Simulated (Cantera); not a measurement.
**Transport properties of process gases**

Gas mixture: C3H8 = 0.084 (molar parts), at 0.520 bar, frozen composition.

Cantera's kinetic-theory transport with the Lennard-Jones parameters of GRI-Mech 3.0, ideal gas; thermal conductivity in the multicomponent form. The composition is frozen, though it would react at the higher temperatures.

```csv
T (K),ρ (kg/m³),cp (J/kg/K),μ (µPa s),λ (mW/m/K),Pr,D (cm²/s) H2O,D (cm²/s) NO,D (cm²/s) H2
400,0.689,2134,10.9,30.6,0.758,0.396,0.370,1.51
650,0.424,3083,16.5,67.1,0.759,1.01,0.869,3.45
900,0.306,3749,21.2,105,0.757,1.85,1.52,5.96
1150,0.240,4195,25.4,141,0.755,2.87,2.30,8.98
1400,0.197,4523,29.1,175,0.753,4.06,3.19,12.4
1650,0.167,4780,32.6,207,0.751,5.40,4.20,16.3
1900,0.145,4978,35.8,238,0.749,6.88,5.31,20.7
```
D: mixture-averaged diffusion coefficient of that species in the mixture.
